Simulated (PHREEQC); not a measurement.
## Polishing slurry liquid: speciation

A solution holds 14 mmol/kgw NH3, 0.005 mmol/kgw H4SiO4 and 1.8 mmol/kgw KH2PO4, at 64 °C. It is in equilibrium with CO2 at log p = -2 (atm). Otherwise closed; pH follows from the charge balance.

All values are PHREEQC results (ion-association model, wateq4f.dat), not measurements.

This is a speciation only: nothing precipitates in the calculation.

### Question
Predict the pH.

### Answer
pH 7.94.

### Question
In which forms is Si present?

### Answer
H4SiO4 96 %, H3SiO4- 4.0 % of the Si.

H3PO4, which wateq4f.dat lacks, is added to it with the constant of phreeqc.dat. Away from 25 °C the constants follow the database's enthalpies or fits; those with neither stay at their 25 °C values.
